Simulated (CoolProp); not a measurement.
n-nonane along the isobar 1.01 bar: fugacity coefficient from the reference equation and from simpler models built on Tc = 594.5 K, pc = 22.82 bar, ω = 0.443; each cubic takes its own stable root.

The numbers come from the reference Helmholtz-energy equation of state, Lemmon 2006 in CoolProp. It is a short technical equation, of lower accuracy than the large ones.

```
T (K)   phase  reference  Redlich-Kwong  Soave-Redlich-Kwong  Peng-Robinson
-----  ------  ---------  -------------  -------------------  -------------
356.9  liquid     0.1113         0.4537               0.1100         0.1144
383.9  liquid     0.2974         0.9147               0.2965         0.3022
410.9  liquid     0.6724         0.9580               0.6768         0.6797
437.9     gas     0.9516         0.9647               0.9582         0.9562
464.9     gas     0.9614         0.9700               0.9653         0.9633
491.9     gas     0.9687         0.9743               0.9711         0.9691
519       gas     0.9744         0.9779               0.9758         0.9739
546       gas     0.9788         0.9808               0.9796         0.9778
573       gas     0.9823         0.9833               0.9828         0.9811
600       gas     0.9851         0.9853               0.9855         0.9838
```

At some of these states Redlich-Kwong gives the other phase, because its saturation line lies elsewhere.
